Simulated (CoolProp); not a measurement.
Vapour-liquid equilibrium of CH2F2 (R32) (1) + R236EA (2) at 497 kPa; x and y are mole fractions of (1).

Model: multi-fluid Helmholtz-energy mixture model, Tillner-Roth 1997 and Rui 2013; pair parameters Bell 2016, in CoolProp.

```json
[
 {"x": "0.05", "bubble temperature, mixture model (K)": "___", "bubble temperature, Raoult's law (K)": "317.0", "y, mixture model": "___", "y, Raoult's law": "0.274"},
 {"x": "0.15", "bubble temperature, mixture model (K)": "___", "bubble temperature, Raoult's law (K)": "303.2", "y, mixture model": "0.476", "y, Raoult's law": "0.582"},
 {"x": "0.25", "bubble temperature, mixture model (K)": "297.8", "bubble temperature, Raoult's law (K)": "293.1", "y, mixture model": "___", "y, Raoult's law": "0.740"},
 {"x": "0.35", "bubble temperature, mixture model (K)": "___", "bubble temperature, Raoult's law (K)": "285.3", "y, mixture model": "0.777", "y, Raoult's law": "0.832"},
 {"x": "0.45", "bubble temperature, mixture model (K)": "282.3", "bubble temperature, Raoult's law (K)": "279.2", "y, mixture model": "0.854", "y, Raoult's law": "0.889"},
 {"x": "0.55", "bubble temperature, mixture model (K)": "___", "bubble temperature, Raoult's law (K)": "274.1", "y, mixture model": "___", "y, Raoult's law": "0.926"},
 {"x": "0.65", "bubble temperature, mixture model (K)": "___", "bubble temperature, Raoult's law (K)": "269.8", "y, mixture model": "0.939", "y, Raoult's law": "0.952"},
 {"x": "0.75", "bubble temperature, mixture model (K)": "267.1", "bubble temperature, Raoult's law (K)": "266.1", "y, mixture model": "0.964", "y, Raoult's law": "0.971"},
 {"x": "0.85", "bubble temperature, mixture model (K)": "263.4", "bubble temperature, Raoult's law (K)": "262.8", "y, mixture model": "0.982", "y, Raoult's law": "0.985"},
 {"x": "0.95", "bubble temperature, mixture model (K)": "260.1", "bubble temperature, Raoult's law (K)": "260.0", "y, mixture model": "0.995", "y, Raoult's law": "0.996"}
]
```

**Question.** Fill in the missing entries.

**Answer.** 
- 0.05, bubble temperature, mixture model (K): 319.7
- 0.05, y, mixture model: 0.191
- 0.15, bubble temperature, mixture model (K): 307.9
- 0.25, y, mixture model: 0.660
- 0.35, bubble temperature, mixture model (K): 289.4
- 0.55, bubble temperature, mixture model (K): 276.4
- 0.55, y, mixture model: 0.904
- 0.65, bubble temperature, mixture model (K): 271.4

The largest gap from Raoult's law is +4.7 K in bubble temperature, at x = 0.25. No azeotrope shows between x = 0.05 and 0.95.

The pair parameters rest on a limited set of measurements; away from them the model extrapolates.
